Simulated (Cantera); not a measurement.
SiH₂Cl₂ + HCl + H₂ (silicon epitaxy and polysilicon growth)

Input: 1 mol SiH₂Cl₂, 0.51 mol HCl, 110 mol H₂, at 6.40 mbar.

Cantera equilibrium calculation (NASA polynomials, part measured and part estimated; ideal gas, pure solids and liquids). Candidate condensed phases: Si; 19 gas species. The tables' values for SiCl₃ are old estimates; treat these amounts as uncertain. Rates play no part.

| T (K) | log p H₂ | log p HCl | log p SiCl₄ | log p SiHCl₃ | log p SiCl₂ | log p H | n Si(s) |
|---|---|---|---|---|---|---|---|
| 850 | -2.20 | -4.58 | -4.65 | -5.05 | -6.89 | -11.79 | 0.443 |
| 925 | -2.20 | -4.26 | -4.79 | -5.17 | -6.17 | -10.68 | 0.570 |
| 1000 | -2.20 | -4.04 | -5.09 | -5.40 | -5.65 | -9.74 | 0.730 |
| 1075 | -2.20 | -3.93 | -5.66 | -5.84 | -5.36 | -8.93 | 0.844 |
| 1150 | -2.20 | -3.90 | -6.42 | -6.42 | -5.24 | -8.23 | 0.878 |
| 1225 | -2.20 | -3.89 | -7.18 | -7.00 | -5.19 | -7.61 | 0.879 |
| 1300 | -2.20 | -3.89 | -7.87 | -7.52 | -5.15 | -7.06 | 0.874 |
| 1375 | -2.20 | -3.89 | -8.49 | -8.00 | -5.13 | -6.57 | 0.867 |
| 1450 | -2.20 | -3.90 | -9.05 | -8.42 | -5.10 | -6.13 | 0.860 |
| 1525 | -2.20 | -3.90 | -9.55 | -8.80 | -5.08 | -5.73 | 0.853 |
| 1600 | -2.20 | -3.90 | -10.00 | -9.14 | -5.06 | -5.37 | 0.844 |
log p: log10 of the partial pressure in bar; n: condensed amount in mol.

From 850 K to 1600 K the condensed part is Si(s). The main Si-bearing gas is SiCl₄ at 850 K and SiCl₂ at 1600 K. The share of Si in condensed phases is highest at 1225 K (87.9 %) and lowest at 850 K (44.3 %).
